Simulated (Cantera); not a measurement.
Charge: 1 mol Si3N4, 1.6 mol H2O, 160 mol H2, 0.078 mol CO2, held at 1.50 bar.

Method: chemical equilibrium by Gibbs-energy minimisation in Cantera with the NASA 1993 tables (ideal gas, pure condensed phases). Candidate condensed phases: C, C6H6, C7H8, C8H18, H2O, Si, SiC, SiO2, Si2N2O, Si3N4; 151 gas species. Mutual solubility and eutectic melting of coexisting phases are not modelled. The tables hold silica as quartz up to 1696 K and as liquid above; real silica turns to tridymite and cristobalite and melts near 1996 K. Kinetics and transport are ignored.

Q: At 1423 K, list the 5 most abundant gas species with their mole fractions, and the condensed phases.

A: H2 0.996, N2 0.00344, CO 0.000389, H2O 0.000112, CH4 9.12e-5. Condensed: SiO2(β-quartz) + Si2N2O(s).
